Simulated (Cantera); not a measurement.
A perfectly stirred reactor is fed with H2 : O2 = 0.011 : 1 (molar parts), at 20.0 Torr; it is held at 1050 K, and followed from long to short residence time.

Detailed kinetics in Cantera: GRI-Mech 3.0 (53 species, 325 reactions). Radical loss at walls, strong at low pressure, is not modelled.

x: mole fraction; the columns are a selection and need not sum to one.

```tsv
τ (s)	x H2	x O2	x OH	x H2O2	x O	x H2O
0.85	0.000113	0.988	___	4.65e-8	0.000559	0.0107
0.46	0.000157	0.988	___	5.41e-8	0.000792	0.0107
0.24	0.000225	0.988	___	6.43e-8	0.00112	0.0106
0.13	0.000316	0.987	___	7.65e-8	0.00153	0.0104
0.071	0.000445	0.987	___	9.17e-8	0.00202	0.0102
0.038	0.000640	0.986	___	1.12e-7	0.00261	0.00990
0.020	0.000943	0.985	___	1.38e-7	0.00323	0.00946
0.011	0.00137	0.985	___	1.68e-7	0.00374	0.00887
0.0059	0.00205	0.984	___	2.05e-7	0.00407	0.00802
```

Question: Fill in the missing entries.

Answer: 
- 0.85, x OH: 0.000153
- 0.46, x OH: 0.000194
- 0.24, x OH: 0.000249
- 0.13, x OH: 0.000317
- 0.071, x OH: 0.000401
- 0.038, x OH: 0.000509
- 0.020, x OH: 0.000645
- 0.011, x OH: 0.000790
- 0.0059, x OH: 0.000947
